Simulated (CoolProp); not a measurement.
The numbers come from the reference Helmholtz-energy equation of state, Lemmon 2006 in CoolProp. It is a short technical equation, of lower accuracy than the large ones.

### Question
For C2F6 (R116), give the phase and the density (kg/m³), Joule-Thomson coefficient (K/MPa), fugacity coefficient at 56.95 °C and 12.2 MPa.

### Answer
- 56.95 °C and 12.2 MPa: supercritical; density 1020, Joule-Thomson coefficient 0.734, fugacity coefficient 0.428
